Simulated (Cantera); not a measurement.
An isothermal, constant-pressure homogeneous reactor starts with 0.291 % H₂, 51.1 % O₂, 48.6 % N₂, equivalence ratio 0.0029, at 1400 K and 20.0 Torr.

Detailed kinetics in Cantera: the H2/O2 subset of GRI-Mech 3.0, which has no nitrogen chemistry. Radical loss at walls, strong at low pressure, is not modelled.

One state of this run: x H₂ = 6.16e-6; x O₂ = 0.509; x H = 4.27e-5; x H₂O = 0.00270; x OH = 0.000376; x HO₂ = 2.45e-7. x: mole fraction; the columns are a selection and need not sum to one.

### Question
Which value of t (s) does it belong to?
A) 0.0363
B) 9.37e-5
C) 0.00120
D) 0.000514

### Answer
A, 0.0363
